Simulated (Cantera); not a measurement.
A freely propagating, adiabatic, planar premixed flame of H2 : O2 : N2 = 1 : 0.417 : 1.57 (molar parts), unburnt at 475 K and 0.300 bar; mixture-averaged transport, grid criteria slope 0.08 and curve 0.16, no radiation.

Cantera simulation using the H2/O2 subset of GRI-Mech 3.0, which has no nitrogen chemistry; the numbers are that mechanism's predictions, not measurements. Burning velocities carry a grid error of a few per cent, more on coarse grids.

**Question.** How do the results move with these cheaper or finer settings: unity-Lewis-number transport; multicomponent transport; multicomponent+Soret transport; grid criteria slope 0.5, curve 1; grid criteria slope 0.25, curve 0.5; grid criteria slope 0.03, curve 0.06?

**Answer.** 
```csv
setting,laminar burning velocity,thermal thickness,peak x(OH),peak x(H),grid points
as above,494 cm/s,2.07 mm,0.0153,0.0886,138
unity-Lewis-number transport,308 cm/s,1.58 mm,0.0151,0.0933,125
multicomponent transport,483 cm/s,2.07 mm,0.0153,0.0882,138
multicomponent+Soret transport,460 cm/s,2.03 mm,0.0152,0.0863,138
"grid criteria slope 0.5, curve 1",596 cm/s,2.81 mm,0.0160,0.0907,48
"grid criteria slope 0.25, curve 0.5",517 cm/s,2.29 mm,0.0154,0.0892,68
"grid criteria slope 0.03, curve 0.06",488 cm/s,2.02 mm,0.0152,0.0883,290
```
The base run took very roughly 1.2 core-seconds.
Unity Lewis numbers drop preferential diffusion, which matters most where H2 and H carry the flame; Soret adds thermal diffusion.
